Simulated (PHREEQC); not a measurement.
Dissolve 0.0099 mol Na2SiO3 per kg of water at 25 °C. Closed to the air; pH follows from the charge balance.

Equilibrium calculation in PHREEQC: ion-association model, phreeqc.dat.

```
Quantity                   Value
----------------  --------------
pH                         11.90
ionic strength    0.0205 mol/kgw
total alkalinity     19.8 meq/kg
```

```
species   molality  activity   log γ
--------  --------  --------  ------
Na+         0.0198    0.0173  -0.060
OH-        0.00924   0.00800  -0.063
H3SiO4-    0.00911   0.00790  -0.061
H2SiO4-2  0.000727  0.000425  -0.233
H4SiO4     6.75e-5   6.78e-5   0.002
```

No solid was allowed to form. Complexes and solids missing from the database can't appear.
